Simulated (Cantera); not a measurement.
A perfectly stirred reactor is fed with 13.4 % CO, 1.34 % H₂, 17.9 % O₂, 67.4 % N₂, at 8.60 bar; it is adiabatic with a 425 K inlet, and is followed from long to short residence time, starting on the burning branch (τ in s: 0.039, 0.017, 0.007, 0.003, 0.0013, 0.00054, 0.00023, 9.7e-05, 4.1e-05, 1.7e-05, 7.4e-06, 3.1e-06).

Cantera simulation using GRI-Mech 3.0 (53 species, 325 reactions); the numbers are that mechanism's predictions, not measurements. The hydrogen kinetics of GRI-Mech 3.0 are dated; newer H2 mechanisms differ, most at raised pressure.

x: mole fraction; the columns are a selection and need not sum to one.

```
τ (s)    T (K)      x CO     x H₂   x O₂    x HO₂     x NO
-------  -----  --------  -------  -----  -------  -------
0.039     1652  0.000846  9.03e-6  0.114  3.27e-6  3.15e-5
0.017     1646   0.00152  1.57e-5  0.115  5.60e-6  3.17e-5
0.0070    1636   0.00288  2.85e-5  0.115  9.91e-6      ___
0.0030    1616   0.00541  5.10e-5  0.116  1.71e-5      ___
0.0013    1576    0.0107  9.59e-5  0.118  2.98e-5      ___
0.00054    425     0.134   0.0134  0.179   <1e-12   <1e-12
0.00023    425     0.134   0.0134  0.179   <1e-12   <1e-12
9.7e-5     425     0.134   0.0134  0.179   <1e-12   <1e-12
4.1e-5     425     0.134   0.0134  0.179   <1e-12   <1e-12
1.7e-5     425     0.134   0.0134  0.179   <1e-12   <1e-12
7.4e-6     425     0.134   0.0134  0.179   <1e-12   <1e-12
3.1e-6     425     0.134   0.0134  0.179   <1e-12   <1e-12
```

Problem. Some entries are withheld; supply them.

Solution. 
- 0.0070, x NO: 2.86e-5
- 0.0030, x NO: 2.21e-5
- 0.0013, x NO: 1.35e-5
